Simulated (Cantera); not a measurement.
Feed: 1 mol CuF2, 0.93 mol HF, 1 mol N2, equilibrated at 800 °C and 0.133 bar.

These are equilibrium values from Cantera (NASA tables, ideal gas, pure condensed phases), not measurements of a reactor. Candidate condensed phases: Cu, CuF2; 25 gas species. Rates play no part.

Base state: N2 0.518, HF 0.482, CuF2 0.000705 (mole fractions); condensed: CuF2(s).

### Question
What changes in the equilibrium state with this change: pressure from 0.133 bar to 0.250 Pa?

### Answer
| species | before | after |
|---|---|---|
| N2 | 0.518 | 0.340 |
| CuF2 | 0.000705 | 0.336 |
| HF | 0.482 | 0.316 |
| F | 7.91e-7 | 0.00398 |
| CuF | 7.91e-7 | 0.00398 |
| CuF2(s), mol | 0.999 | 0 |
